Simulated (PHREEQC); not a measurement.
Na2CO3 is added in steps, without added water, to 1 kg of water holding 0.74 mmol/kgw Ag2SO4 and 91 mmol/kgw KBr, at 20 °C. Oxygen alone is held at its pressure in air (log pO2 = -0.68). CO2 from the air is kept out. Solids allowed: Bromyrite, Ag2O, Ag2CO3, Ag2SO4, Mirabilite, Nahcolite, Natron. Others were left out.

Base run: PHREEQC, ion-association model, wateq4f.dat. Each further column changes one thing. The table gives NaSO4- (mol/kgw).

| Na2CO3 added (mol) | base | diluted 5-fold with water | KBr from 0.091 to 0.137 mol/kgw | diluted 2-fold with water | no solid may form |
|---|---|---|---|---|---|
| 0 | 0 | 0 | 0 | 0 | 0 |
| 0.021 | 3.66e-5 | 1.01e-5 | 3.19e-5 | 2.19e-5 | 3.65e-5 |
| 0.049 | 6.88e-5 | 1.73e-5 | ? | ? | 6.87e-5 |
| 0.07 | 8.74e-5 | 2.12e-5 | 7.96e-5 | 4.89e-5 | 8.73e-5 |
| 0.091 | 0.000103 | ? | ? | 5.69e-5 | 0.000103 |
| 0.119 | 0.000121 | 2.80e-5 | ? | 6.60e-5 | 0.000121 |
| 0.14 | 0.000133 | 3.03e-5 | 0.000124 | 7.20e-5 | 0.000133 |

### Question
What belongs in the gaps?

### Answer

- 0.049, KBr from 0.091 to 0.137 mol/kgw: 6.18e-5
- 0.049, diluted 2-fold with water: 3.92e-5
- 0.091, diluted 5-fold with water: 2.44e-5
- 0.091, KBr from 0.091 to 0.137 mol/kgw: 9.48e-5
- 0.119, KBr from 0.091 to 0.137 mol/kgw: 0.000112

 In at least one series the solution becomes supersaturated in solids that the run did not let form, among them Bromyrite.
